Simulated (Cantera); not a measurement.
# Catalytic stagnation flow on Pt

A jet of H₂ : O₂ : N₂ = 0.014 : 0.18 : 0.79 (molar parts), equivalence ratio 0.039 at 300 K and 0.270 bar hits a platinum plate 3.3 cm away at a mass flux of 0.023 kg/m²/s; the plate temperature is set and raised in steps from an oxygen-covered start.

Computed with Cantera and Deutschmann's 1995 Pt surface mechanism with GRI-Mech 3.0 gas chemistry. Catalytic surfaces can have several steady states; this one follows from the mechanism file's or the stated starting coverage.

```
plate T (K)  wall x H₂  wall x O₂  wall x H₂O  wall x OH  θ free Pt   θ O*    θ OH*
-----------  ---------  ---------  ----------  ---------  ---------  -----  -------
600            0.00141      0.170      0.0245      <1e-8     0.0137  0.982  0.00412
650            0.00137      0.170      0.0244      <1e-8     0.0149  0.982  0.00280
700            0.00117      0.169      0.0246      <1e-8     0.0185  0.979  0.00216
750           0.000788      0.169      0.0251      <1e-8     0.0296  0.968  0.00199
800           0.000472      0.169      0.0256      <1e-8     0.0522  0.946  0.00198
```
x: mole fraction at the wall; θ: surface coverage.
